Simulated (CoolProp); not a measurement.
Vapour-liquid equilibrium of neopentane (1) + n-pentane (2) at 35.9 kPa; x and y are mole fractions of (1).

The numbers come from the multi-fluid Helmholtz-energy mixture model, Lemmon 2006 and Thol 2019; pair parameters Bell 2016 in CoolProp.

| x | bubble temperature (°C) | y at the bubble point | dew temperature at overall composition x (°C) | liquid density (mol/L) |
|---|---|---|---|---|
| 0.05 | 6.7 | 0.129 | 8.0 | 8.833 |
| 0.2 | 1.2 | ? | ? | 8.830 |
| 0.35 | -3.3 | 0.613 | 2.6 | 8.816 |
| 0.5 | -7.0 | 0.749 | -0.5 | ? |
| 0.65 | -10.2 | 0.848 | -4.2 | 8.769 |
| 0.8 | -13.0 | 0.923 | -8.6 | 8.740 |
| 0.95 | -15.5 | ? | -14.1 | ? |

Question: Some entries are withheld; supply them.

Answer: 
- 0.2, y at the bubble point: 0.419
- 0.2, dew temperature at overall composition x (°C): 5.4
- 0.5, liquid density (mol/L): 8.796
- 0.95, y at the bubble point: 0.983
- 0.95, liquid density (mol/L): 8.708

No azeotrope shows between x = 0.05 and 0.95.

The pair parameters rest on a limited set of measurements; away from them the model extrapolates.
